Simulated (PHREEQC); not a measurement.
Consider water at 25 °C with 0.033 mol/kgw NaHSO4, 0.00044 mol/kgw Na2CO3 and 0.19 mol/kgw LiCl. Closed to the air; pH follows from the charge balance.

The numbers come from PHREEQC with the ion-association model, phreeqc.dat.

Problem. The ionic strength comes out as 0.259 mol/kgw. What activity coefficients do Cl-, Li+, HSO4-, H+, SO4-2 get?

Solution. Cl- 0.70, Li+ 0.74, HSO4- 0.74, H+ 0.79, SO4-2 0.27.

No solid was allowed to form.
